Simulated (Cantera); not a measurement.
A perfectly stirred reactor is fed with CH₄ : H₂O = 1 : 2.3 (molar parts), at 35000 Pa; it is held at 1775 K, and followed from long to short residence time.

Model: GRI-Mech 3.0 (53 species, 325 reactions), integrated in Cantera.

### Question
What does this change do: pressure from 35000 Pa to 420000 Pa?

### Answer
```json
[
 {"quantity": "x(CH₄) at τ = 4.70 s", "before": "0.00817", "after": "0.00712"},
 {"quantity": "x(H₂O) at τ = 4.70 s", "before": "0.252", "after": "0.241"},
 {"quantity": "x(H) at τ = 4.70 s", "before": "0.000363", "after": "0.000107"},
 {"quantity": "x(CO) at τ = 4.70 s", "before": "0.156", "after": "0.163"},
 {"quantity": "x(CH₂CO) at τ = 4.70 s", "before": "3.45e-6", "after": "8.07e-7"},
 {"quantity": "x(CH₄) at τ = 0.140 s", "before": "0.0401", "after": "0.0359"},
 {"quantity": "x(H₂O) at τ = 0.140 s", "before": "0.420", "after": "0.354"},
 {"quantity": "x(H) at τ = 0.140 s", "before": "0.000297", "after": "9.52e-5"},
 {"quantity": "x(CO) at τ = 0.140 s", "before": "0.0631", "after": "0.0985"},
 {"quantity": "x(CH₂CO) at τ = 0.140 s", "before": "5.88e-5", "after": "1.91e-5"}
]
```
